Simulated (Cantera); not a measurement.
Mixture: H2 : O2 : N2 = 1 : 0.357 : 2 (molar parts), at 0.790 bar, adiabatic and at constant pressure. Ignition delay is the time to a rise of 400 K.

Detailed kinetics in Cantera: the H2/O2 subset of GRI-Mech 3.0, which has no nitrogen chemistry. Where the delays flatten at high temperature, the 400 K rule measures the pace of heat release, not the induction time.

### Question
What does this change do: pressure from 0.790 bar to 0.690 bar?

### Answer
```json
[
 {"quantity": "delay at 1048 K", "before": "0.223 ms", "after": "0.246 ms"},
 {"quantity": "delay at 1148 K", "before": "0.105 ms", "after": "0.120 ms"},
 {"quantity": "delay at 1248 K", "before": "64.7 µs", "after": "75.3 µs"},
 {"quantity": "delay at 1348 K", "before": "46.9 µs", "after": "55.5 µs"},
 {"quantity": "delay at 1448 K", "before": "38.7 µs", "after": "46.7 µs"},
 {"quantity": "delay at 1548 K", "before": "35.5 µs", "after": "43.6 µs"}
]
```

### Question
What does this change do: N2 2 to 4.1 parts?

### Answer
| quantity | before | after |
|---|---|---|
| delay at 1048 K | 0.223 ms | 0.381 ms |
| delay at 1148 K | 0.105 ms | 0.195 ms |
| delay at 1248 K | 64.7 µs | 0.133 ms |
| delay at 1348 K | 46.9 µs | 0.111 ms |
| delay at 1448 K | 38.7 µs | 0.104 ms |
| delay at 1548 K | 35.5 µs | 0.108 ms |

### Question
What does this change do: constant volume in place of constant pressure?

### Answer
```csv
quantity,before,after
delay at 1048 K,0.223 ms,0.215 ms
delay at 1148 K,0.105 ms,99.4 µs
delay at 1248 K,64.7 µs,58.9 µs
delay at 1348 K,46.9 µs,40.4 µs
delay at 1448 K,38.7 µs,31.1 µs
delay at 1548 K,35.5 µs,26.7 µs
```
